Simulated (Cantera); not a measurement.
A Cantera script and its output.

```python
import numpy as np
import cantera as ct

gas = ct.Solution("gri30.yaml")
gas.TPX = 1800, 98000, {'CH4': 1, 'H2O': 2.3, 'H2': 0.31}
reactor = ct.IdealGasConstPressureReactor(gas, energy="off", clone=False)
net = ct.ReactorNet([reactor])
net.rtol, net.atol = 1e-08, 1e-18
show = ['CH4', 'H2O', 'H2', 'C2H6', 'HO2', 'O', 'C2H4']
times = np.geomspace(5e-05, 30, 9)

steps = ct.SolutionArray(gas, extra=["t"])
rows = []
print(f"{'t/s':>10s}{'T/K':>9s}{'P/Pa':>11s}" + "".join(f"{s:>11s}" for s in show))
for t in times:
    while net.time < t:
        t_next = net.step()
        steps.append(gas.state, t=t_next)
    rows.append([np.interp(t, steps.t, y) for y in (steps.T, steps.P, *steps(*show).X.T)])
    print(f"{t:10.3e}{rows[-1][0]:9.1f}{rows[-1][1]:11.4g}" + "".join(f"{x:11.3e}" for x in rows[-1][2:]))
rate = np.gradient(steps.T, steps.t)
print("integrator steps:", len(steps.t))
if steps.T.max() > steps.T[0] + 200:
    print(f"time of steepest temperature rise: {steps.t[rate.argmax()]:.4e} s")
gas.TPX = 1800, 98000, {'CH4': 1, 'H2O': 2.3, 'H2': 0.31}
gas.equilibrate("TP")
print(f"equilibrium (TP): T = {gas.T:.1f} K  " + "  ".join(f"{s} {gas[s].X[0]:.3e}" for s in show))
```

It prints:

```
       t/s      T/K       P/Pa        CH4        H2O         H2       C2H6        HO2          O       C2H4
 5.000e-05   1800.0    9.8e+04  2.716e-01  6.358e-01  8.891e-02  5.760e-04  1.654e-12  5.702e-09  6.501e-04
 2.638e-04   1800.0    9.8e+04  2.373e-01  6.222e-01  1.218e-01  1.168e-03  4.338e-12  1.004e-08  7.755e-03
 1.392e-03   1800.0    9.8e+04  1.426e-01  5.673e-01  2.346e-01  3.453e-04  3.977e-12  5.194e-09  3.477e-03
 7.341e-03   1800.0    9.8e+04  5.181e-02  4.973e-01  3.554e-01  4.337e-05  3.401e-12  3.535e-09  9.883e-04
 3.873e-02   1800.0    9.8e+04  2.303e-02  3.969e-01  4.536e-01  7.571e-06  2.115e-12  3.162e-09  6.551e-04
 2.043e-01   1800.0    9.8e+04  1.131e-02  2.722e-01  5.557e-01  1.410e-06  7.989e-13  2.695e-09  2.148e-04
 1.078e+00   1800.0    9.8e+04  1.291e-03  2.188e-01  6.024e-01  1.662e-08  4.805e-13  2.427e-09  3.291e-06
 5.687e+00   1800.0    9.8e+04  6.545e-08  2.164e-01  6.051e-01  5.607e-17  4.737e-13  2.423e-09  5.542e-14
 3.000e+01   1800.0    9.8e+04  2.869e-08  2.164e-01  6.051e-01  1.315e-17  4.737e-13  2.423e-09  1.906e-14
integrator steps: 2054
equilibrium (TP): T = 1800.0 K  CH4 3.447e-08  H2O 2.164e-01  H2 6.051e-01  C2H6 1.773e-17  HO2 4.737e-13  O 2.423e-09  C2H4 2.310e-14
```

Cantera simulation using GRI-Mech 3.0 (53 species, 325 reactions); the numbers are that mechanism's predictions, not measurements.
